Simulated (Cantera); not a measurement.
Input (Python, Cantera) and output of one run.

```python
import numpy as np
import cantera as ct

gas_names = """
    CL CL2 H HCL H2 N NH NH2 NH3 N2 N2H2 N2H4 Si SiCL SiCL2 SiCL3 SiCL4 SiH SiHCL3 SiH2 SiH2CL2 SiH3
    SiH3CL SiH4 SiN Si2 Si2N Si3
""".split()
cond_names = """
    NH4CL(a) NH4CL(b) Si(cr) Si(L) Si3N4(a)
""".split()


# ... load() reads the species with a 1 bar reference pressure and builds the phases ...
atoms = {
    'SiCl4': {'Si': 1, 'CL': 4},
    'NH3': {'N': 1, 'H': 3},
    'H2': {'H': 2},
}
top_T = {'Si3N4(a)': 2400}  # K; cautious upper limits of use, not melting points


# ... equilibrate(T, P, feed) seeds the gas with the atoms and calls Mixture.equilibrate('TP', solver="vcs", rtol=1e-11, max_steps=5000) ...
results = []
P = 22000  # Pa
for T in [725, 825, 925, 1025, 1125, 1225, 1325, 1425, 1525, 1625, 1725, 1825]:
    for m in [0.16, 0.25, 0.38, 0.57, 0.87, 1.3, 2, 3]:
        feed = {'SiCl4': 1, 'NH3': m, 'H2': 2.6}  # mol
        mix = equilibrate(T, P, feed)
        results.append((T, P, feed, dict(zip(mix.species_names, mix.species_moles))))

for T, P, feed, n in results:
    print(f"{T:7g} {feed['NH3']:10.4g}  " + (" + ".join(c for c in cond_names if n.get(c, 0) > 1e-12) or "gas only"))
```

It prints:

```
    725       0.16  Si3N4(a)
    725       0.25  Si3N4(a)
    725       0.38  Si3N4(a)
    725       0.57  Si3N4(a)
    725       0.87  Si3N4(a)
    725        1.3  Si3N4(a)
    725          2  Si3N4(a)
    725          3  Si3N4(a)
    825       0.16  Si3N4(a)
    825       0.25  Si3N4(a)
    825       0.38  Si3N4(a)
    825       0.57  Si3N4(a)
    825       0.87  Si3N4(a)
    825        1.3  Si3N4(a)
    825          2  Si3N4(a)
    825          3  Si3N4(a)
    925       0.16  Si3N4(a)
    925       0.25  Si3N4(a)
    925       0.38  Si3N4(a)
    925       0.57  Si3N4(a)
    925       0.87  Si3N4(a)
    925        1.3  Si3N4(a)
    925          2  Si3N4(a)
    925          3  Si3N4(a)
   1025       0.16  Si3N4(a)
   1025       0.25  Si3N4(a)
   1025       0.38  Si3N4(a)
   1025       0.57  Si3N4(a)
   1025       0.87  Si3N4(a)
   1025        1.3  Si3N4(a)
   1025          2  Si3N4(a)
   1025          3  Si3N4(a)
   1125       0.16  Si3N4(a)
   1125       0.25  Si3N4(a)
   1125       0.38  Si3N4(a)
   1125       0.57  Si3N4(a)
   1125       0.87  Si3N4(a)
   1125        1.3  Si3N4(a)
   1125          2  Si3N4(a)
   1125          3  Si3N4(a)
   1225       0.16  Si3N4(a)
   1225       0.25  Si3N4(a)
   1225       0.38  Si3N4(a)
   1225       0.57  Si3N4(a)
   1225       0.87  Si3N4(a)
   1225        1.3  Si3N4(a)
   1225          2  Si3N4(a)
   1225          3  Si3N4(a)
   1325       0.16  Si3N4(a)
   1325       0.25  Si3N4(a)
   1325       0.38  Si3N4(a)
   1325       0.57  Si3N4(a)
   1325       0.87  Si3N4(a)
   1325        1.3  Si3N4(a)
   1325          2  Si3N4(a)
   1325          3  Si3N4(a)
   1425       0.16  Si3N4(a)
   1425       0.25  Si3N4(a)
   1425       0.38  Si3N4(a)
   1425       0.57  Si3N4(a)
   1425       0.87  Si3N4(a)
   1425        1.3  Si3N4(a)
   1425          2  Si3N4(a)
   1425          3  Si3N4(a)
   1525       0.16  Si3N4(a)
   1525       0.25  Si3N4(a)
   1525       0.38  Si3N4(a)
   1525       0.57  Si3N4(a)
   1525       0.87  Si3N4(a)
   1525        1.3  Si3N4(a)
   1525          2  Si3N4(a)
   1525          3  Si3N4(a)
   1625       0.16  gas only
   1625       0.25  gas only
   1625       0.38  Si3N4(a)
   1625       0.57  Si3N4(a)
   1625       0.87  Si3N4(a)
   1625        1.3  Si3N4(a)
   1625          2  Si3N4(a)
   1625          3  Si3N4(a)
   1725       0.16  gas only
   1725       0.25  gas only
   1725       0.38  gas only
   1725       0.57  gas only
   1725       0.87  gas only
   1725        1.3  Si3N4(a)
   1725          2  Si3N4(a)
   1725          3  Si3N4(a)
   1825       0.16  gas only
   1825       0.25  gas only
   1825       0.38  gas only
   1825       0.57  gas only
   1825       0.87  gas only
   1825        1.3  gas only
   1825          2  gas only
   1825          3  gas only
```

Equilibrium computed with Cantera from the NASA thermochemical tables; the gas is ideal and each condensed phase is pure. The tables' values for SiCl3 are old estimates.
